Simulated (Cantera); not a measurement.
Input (Python, Cantera):

```python
import numpy as np
import cantera as ct

gas = ct.Solution("gri30.yaml")
gas.TPX = 1348, 88000, {'C3H8': 1, 'O2': 4.17, 'N2': 15.7, 'CO2': 0.82}
reactor = ct.IdealGasReactor(gas, energy="on", clone=False)
net = ct.ReactorNet([reactor])
net.rtol, net.atol = 1e-08, 1e-16
show = ['C3H8', 'O2', 'CO2', 'H', 'H2']
times = np.geomspace(2e-06, 4, 11)

steps = ct.SolutionArray(gas, extra=["t"])
rows = []
print(f"{'t/s':>10s}{'T/K':>9s}{'P/Pa':>11s}" + "".join(f"{s:>11s}" for s in show))
for t in times:
    while net.time < t:
        t_next = net.step()
        steps.append(gas.state, t=t_next)
    rows.append([np.interp(t, steps.t, y) for y in (steps.T, steps.P, *steps(*show).X.T)])
    print(f"{t:10.3e}{rows[-1][0]:9.1f}{rows[-1][1]:11.4g}" + "".join(f"{x:11.3e}" for x in rows[-1][2:]))
rate = np.gradient(steps.T, steps.t)
print("integrator steps:", len(steps.t))
if steps.T.max() > steps.T[0] + 200:
    print(f"time of steepest temperature rise: {steps.t[rate.argmax()]:.4e} s")
gas.TPX = 1348, 88000, {'C3H8': 1, 'O2': 4.17, 'N2': 15.7, 'CO2': 0.82}
gas.equilibrate("UV")
print(f"equilibrium (UV): T = {gas.T:.1f} K  " + "  ".join(f"{s} {gas[s].X[0]:.3e}" for s in show))
```

Result:

```
       t/s      T/K       P/Pa       C3H8         O2        CO2          H         H2
 2.000e-06   1347.8  8.799e+04  4.609e-02  1.922e-01  3.780e-02  5.007e-07  1.754e-06
 8.534e-06   1347.2  8.796e+04  4.600e-02  1.922e-01  3.780e-02  9.327e-07  1.908e-05
 3.641e-05   1345.4   8.79e+04  4.536e-02  1.919e-01  3.777e-02  2.133e-06  1.688e-04
 1.554e-04   1346.7  8.833e+04  4.147e-02  1.898e-01  3.763e-02  3.143e-06  1.189e-03
 6.629e-04   2868.1  2.105e+05  1.615e-40  1.368e-02  7.087e-02  1.077e-02  2.170e-02
 2.828e-03   2857.3  2.096e+05  2.259e-40  1.172e-02  7.022e-02  1.034e-02  2.223e-02
 1.207e-02   2857.2  2.096e+05  2.262e-40  1.171e-02  7.021e-02  1.034e-02  2.223e-02
 5.149e-02   2857.2  2.096e+05  2.262e-40  1.171e-02  7.021e-02  1.034e-02  2.223e-02
 2.197e-01   2857.2  2.096e+05  2.262e-40  1.171e-02  7.021e-02  1.034e-02  2.223e-02
 9.375e-01   2857.2  2.096e+05  2.262e-40  1.171e-02  7.021e-02  1.034e-02  2.223e-02
 4.000e+00   2857.2  2.096e+05  2.262e-40  1.171e-02  7.021e-02  1.034e-02  2.223e-02
integrator steps: 1967
time of steepest temperature rise: 4.9125e-04 s
equilibrium (UV): T = 2857.2 K  C3H8 3.948e-40  O2 1.171e-02  CO2 7.021e-02  H 1.034e-02  H2 2.223e-02
```

Detailed kinetics in Cantera: GRI-Mech 3.0 (53 species, 325 reactions). GRI-Mech 3.0 was tuned for natural gas; its chemistry of propane as a main component is partial and can be far from experiment.
